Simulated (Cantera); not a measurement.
Feed: 1 mol SiH₂Cl₂, 35 mol N₂, held at 17000 Pa.

Method: chemical equilibrium by Gibbs-energy minimisation in Cantera with the NASA 1993 tables (ideal gas, pure condensed phases). Candidate condensed phases: NH₄Cl, Si, Si₃N₄; 28 gas species. N₂ is the only nitrogen source here; it is nearly inert below about 1500 K, so the nitride shown seldom forms there in practice. The numbers say what is thermodynamically allowed, not how fast it happens.

Task: What share of the Si ends up in condensed phases as a function of T (K), at 1200, 1250, 1300, 1350, 1400, 1450, 1500, 1550, 1600, 1650, 1700, 1750?

Result: 
```json
[
 {"T (K)": "1200", "Si condensed (%)": "85.9", "as": "Si₃N₄(s)"},
 {"T (K)": "1250", "Si condensed (%)": "86.1", "as": "Si₃N₄(s)"},
 {"T (K)": "1300", "Si condensed (%)": "86.1", "as": "Si₃N₄(s)"},
 {"T (K)": "1350", "Si condensed (%)": "85.7", "as": "Si₃N₄(s)"},
 {"T (K)": "1400", "Si condensed (%)": "84.7", "as": "Si₃N₄(s)"},
 {"T (K)": "1450", "Si condensed (%)": "82.7", "as": "Si₃N₄(s)"},
 {"T (K)": "1500", "Si condensed (%)": "79.4", "as": "Si₃N₄(s)"},
 {"T (K)": "1550", "Si condensed (%)": "74.7", "as": "Si₃N₄(s)"},
 {"T (K)": "1600", "Si condensed (%)": "68.9", "as": "Si₃N₄(s)"},
 {"T (K)": "1650", "Si condensed (%)": "62.5", "as": "Si₃N₄(s)"},
 {"T (K)": "1700", "Si condensed (%)": "55.9", "as": "Si₃N₄(s)"},
 {"T (K)": "1750", "Si condensed (%)": "49.4", "as": "Si₃N₄(s)"}
]
```
